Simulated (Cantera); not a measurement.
## Low-pressure radical oxidation in H2/O2

An isothermal, constant-pressure homogeneous reactor starts with 9.09 % H2, 90.9 % O2, at 1200 K and 0.0148 atm.

Cantera simulation using the H2/O2 subset of GRI-Mech 3.0, which has no nitrogen chemistry; the numbers are that mechanism's predictions, not measurements. Radical loss at walls, strong at low pressure, is not modelled. The temperature is held fixed by assumption; the heat of reaction is taken as removed at once.

| t (s) | x H2 | x O2 | x OH | x O | x H |
|---|---|---|---|---|---|
| 7.00e-5 | 0.0909 | 0.909 | 2.59e-9 | 3.39e-9 | 4.71e-9 |
| 0.000193 | 0.0909 | 0.909 | 1.85e-8 | 2.81e-8 | 2.42e-8 |
| 0.000530 | 0.0909 | 0.909 | 9.13e-7 | 1.44e-6 | 1.12e-6 |
| 0.00146 | 0.0497 | 0.882 | 0.00754 | 0.0163 | 0.0139 |
| 0.00401 | 0.00225 | 0.852 | 0.00536 | 0.0450 | 0.0179 |
| 0.0110 | 0.00161 | 0.869 | 0.00456 | 0.0307 | 0.0102 |
| 0.0304 | 0.000681 | 0.890 | 0.00298 | 0.0124 | 0.00262 |
| 0.0837 | 0.000141 | 0.902 | 0.00136 | 0.00253 | 0.000242 |
| 0.230 | 2.11e-5 | 0.904 | 0.000530 | 0.000380 | 1.41e-5 |
| 0.634 | 3.50e-6 | 0.905 | 0.000218 | 6.38e-5 | 9.69e-7 |
| 1.74 | 7.35e-7 | 0.905 | 0.000100 | 1.35e-5 | 9.47e-8 |
| 4.80 | 1.89e-7 | 0.905 | 5.10e-5 | 3.50e-6 | 1.25e-8 |
| 13.2 | 5.61e-8 | 0.905 | 2.79e-5 | 1.05e-6 | 2.04e-9 |
| 36.3 | 1.99e-8 | 0.905 | 1.66e-5 | 3.72e-7 | 4.33e-10 |
| 100 | 1.12e-8 | 0.905 | 1.25e-5 | 2.09e-7 | 1.83e-10 |
x: mole fraction; the columns are a selection and need not sum to one.

Equilibrium at this temperature and pressure: H2 1.05e-8, O2 0.905, OH 1.21e-5, O 1.96e-7, H 1.66e-10 (gas phase only).
